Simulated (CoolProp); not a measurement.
Properties of ethanol along the isotherm 589.3 K.

The numbers come from the reference Helmholtz-energy equation of state, Schroeder 2014 in CoolProp.

| p (MPa) | phase | Z | cp (kJ/(kg K)) | speed of sound (m/s) | expansivity (1/kK) |
|---|---|---|---|---|---|
| 0.672 | gas | 0.9832 | 2.380 | 335.4 | 1.838 |
| 1.34 | gas | 0.9662 | 2.442 | 331.1 | 1.992 |
| 2.01 | gas | 0.9486 | 2.510 | 326.7 | 2.164 |
| 2.69 | gas | 0.9303 | 2.584 | 322.1 | 2.358 |
| 3.36 | gas | 0.9116 | 2.665 | 317.3 | 2.573 |
| 4.03 | gas | 0.8922 | 2.755 | 312.4 | 2.817 |
| 4.7 | gas | 0.8720 | 2.855 | 307.3 | 3.095 |
| 5.37 | gas | 0.8509 | 2.967 | 301.8 | 3.417 |
| 6.04 | gas | 0.8288 | 3.095 | 296.1 | 3.792 |
| 6.72 | supercritical | 0.8052 | 3.243 | 290.0 | 4.239 |
| 7.39 | supercritical | 0.7806 | 3.413 | 283.7 | 4.763 |
| 8.06 | supercritical | 0.7546 | 3.610 | 277.1 | 5.385 |
| 8.73 | supercritical | 0.7273 | 3.840 | 270.4 | 6.123 |
| 9.4 | supercritical | 0.6986 | 4.105 | 263.8 | 6.986 |
